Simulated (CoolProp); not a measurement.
A single-stage vapour-compression cycle with the fluid: evaporating at 300.15 K (dew point), condensing at 365.15 K (bubble point), superheat 5 K, subcooling 0 K, compressor efficiency 0.75, no pressure losses. The same conditions are run with several fluids, on thermodynamics alone (safety and materials aside).

The numbers come from the reference Helmholtz-energy equation of state of each fluid (n-perfluoropentane: Gao 2022; dimethyl ether: Wu 2011; cyclopropane: Polt 1992; R11: Jacobsen 1992; R141b: Lemmon 2006; R245ca: Zhou 2016) in CoolProp. The equations of Platzer and Polt are older, rougher fits.

| fluid | cooling COP | pressure ratio | discharge temperature (K) | refrigerating effect (kJ/kg) | volumetric capacity (kJ/m³) |
|---|---|---|---|---|---|
| n-perfluoropentane | 1.22 | 6.88 | 365.1 | 22.5 | 250 |
| dimethyl ether | 2.27 | 4.52 | 391.6 | 229 | 2940 |
| cyclopropane | 2.28 | 4.14 | 393.7 | 237 | 3440 |
| R11 | 2.70 | 6.08 | 389.4 | 123 | 787 |
| R141b | 2.67 | 6.67 | 382.3 | 150 | 605 |
| R245ca | 2.36 | 7.12 | 365.9 | 114 | 677 |

The compression ends wet for: n-perfluoropentane.
